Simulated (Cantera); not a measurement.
A perfectly stirred reactor is fed with CH₄ : O₂ : N₂ = 1 : 1.54 : 4 (molar parts), equivalence ratio 1.3, at 10.0 bar; it is adiabatic with a 450 K inlet, and is followed from long to short residence time, starting on the burning branch (τ in s: 0.058, 0.03, 0.016, 0.0083, 0.0043, 0.0022, 0.0012, 0.00061, 0.00032, 0.00017, 8.6e-05, 4.5e-05, 2.3e-05).

Cantera simulation using GRI-Mech 3.0 (53 species, 325 reactions); the numbers are that mechanism's predictions, not measurements.

Question: Predict: blow-out, bracketed by the residence times tried; x(CH₄) at τ = 58.0 ms; x(O₂) at τ = 58.0 ms; x(NO₂) at τ = 58.0 ms; x(CH₂O) at τ = 58.0 ms; x(H₂) at τ = 58.0 ms; x(CH₄) at τ = 1.20 ms; x(O₂) at τ = 1.20 ms; x(NO₂) at τ = 1.20 ms; x(CH₂O) at τ = 1.20 ms; x(H₂) at τ = 1.20 ms.

Answer: 
```json
{
 "blow_out_bracketed_by_the_residence_times_tried": "burning at 23.0 µs, the shortest tried",
 "x(CH₄) at τ = 58.0 ms": "4.04e-6",
 "x(O₂) at τ = 58.0 ms": "8.45e-5",
 "x(NO₂) at τ = 58.0 ms": "2.01e-8",
 "x(CH₂O) at τ = 58.0 ms": "1.95e-7",
 "x(H₂) at τ = 58.0 ms": "0.0503",
 "x(CH₄) at τ = 1.20 ms": "0.000104",
 "x(O₂) at τ = 1.20 ms": "0.000463",
 "x(NO₂) at τ = 1.20 ms": "3.76e-8",
 "x(CH₂O) at τ = 1.20 ms": "6.01e-6",
 "x(H₂) at τ = 1.20 ms": "0.0503"
}
```
